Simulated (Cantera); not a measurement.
What does this Cantera script print?

```python
import numpy as np
import cantera as ct

gas_names = """
    AL ALCL ALCL2 ALCL3 ALN AL2 AL2CL6 CL CL2 N N2
""".split()
cond_names = """
    AL(cr) AL(L) ALCL3(s) ALCL3(L) ALN(s)
""".split()


# ... load() reads the species with a 1 bar reference pressure and builds the phases ...
atoms = {
    'AlN': {'AL': 1, 'N': 1},
    'Cl2': {'CL': 2},
    'N2': {'N': 2},
}
top_T = {'ALN(s)': 2750}  # K; cautious upper limits of use, not melting points


# ... equilibrate(T, P, feed) seeds the gas with the atoms and calls Mixture.equilibrate('TP', solver="vcs", rtol=1e-11, max_steps=5000) ...
results = []
feed = {'AlN': 1, 'Cl2': 43, 'N2': 15}  # mol
T = 848  # K
P = 150  # Pa
mix = equilibrate(T, P, feed)
results.append((T, P, feed, dict(zip(mix.species_names, mix.species_moles))))
print(gas.report(threshold=0.0001))
for i in range(1, mix.n_phases):
    print(f"{mix.phase(i).name:16s} {mix.phase_moles(i):12.5e} mol")
```

Output:

```
       temperature   848 K
          pressure   150 Pa
           density   0.0012871 kg/m^3
  mean mol. weight   60.498 kg/kmol
   phase of matter   gas

                          1 kg             1 kmol
                     ---------------   ---------------
          enthalpy        1.5526e+05        9.3929e+06  J
   internal energy             38716        2.3422e+06  J
           entropy            5164.2        3.1242e+05  J/K
    Gibbs function        -4.224e+06       -2.5554e+08  J
 heat capacity c_p            603.55             36514  J/K
 heat capacity c_v            466.12             28199  J/K

                      mass frac. Y      mole frac. X     chem. pot. / RT
                     ---------------   ---------------   ---------------
             ALCL3          0.037985          0.017235           -134.95
                CL        0.00034275        0.00058492           -17.681
               CL2           0.83796           0.71502           -35.362
                N2           0.12371           0.26716           -32.277
     [   +7 minor]        2.4031e-06        5.4519e-07

AL(cr)            0.00000e+00 mol
ALCL3(L)          0.00000e+00 mol
ALN(s)            0.00000e+00 mol
```

These are equilibrium values from Cantera (NASA tables, ideal gas, pure condensed phases), not measurements of a reactor.
